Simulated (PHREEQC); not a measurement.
Synthetic water in mg/L, 12 °C, pH 6.82, pe 8.3:

| constituent | mg/L |
|---|---|
| Na | 6680 |
| K | 21.5 |
| Ca | 713 |
| Mg | 68.2 |
| Cl | 11600 |
| S(6) as SO4 | 292 |
| Alkalinity as HCO3 | 5.29 |
| O(0) (dissolved oxygen) | 8.32 |

Valence states are taken as typed.

Equilibrium calculation in PHREEQC: ion-association model, phreeqc.dat.

Precipitation was switched off in this run.

**Question.** Estimate the activity of water, specific conductance.

**Answer.** activity of water 0.989; specific conductance 22700 µS/cm.

**Question.** In which forms is S present?

**Answer.** SO4-2 65 %, NaSO4- 22 %, CaSO4 12 %, MgSO4 2.1 % of the S.

At this temperature some constants are extrapolated from 25 °C, and those without enthalpy data are left unchanged.
